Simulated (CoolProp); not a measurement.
R152A along the isobar 2030 kPa: Z from the reference equation and from simpler models built on Tc = 386.4 K, pc = 4517 kPa, ω = 0.275; each cubic takes its own stable root.

Values from CoolProp's reference Helmholtz-energy equation of state, Outcalt 1996. It is a modified Benedict-Webb-Rubin equation, recast in Helmholtz form.

```
T (K)  phase  reference  Soave-Redlich-Kwong  Peng-Robinson
-----  -----  ---------  -------------------  -------------
355.4    gas     0.7231               0.7524         0.7347
366.5    gas     0.7621               0.7841         0.7670
377.6    gas     0.7926               0.8101         0.7935
388.7    gas     0.8173               0.8319         0.8158
399.9    gas     0.8381               0.8506         0.8350
411      gas     0.8555               0.8665         0.8514
422.1    gas     0.8704               0.8804         0.8657
433.2    gas     0.8833               0.8926         0.8784
444.4    gas     0.8947               0.9035         0.8897
455.5    gas     0.9046               0.9131         0.8996
466.6    gas     0.9135               0.9216         0.9086
477.7    gas     0.9214               0.9293         0.9166
488.9    gas     0.9285               0.9362         0.9239
500      gas     0.9349               0.9424         0.9304
```
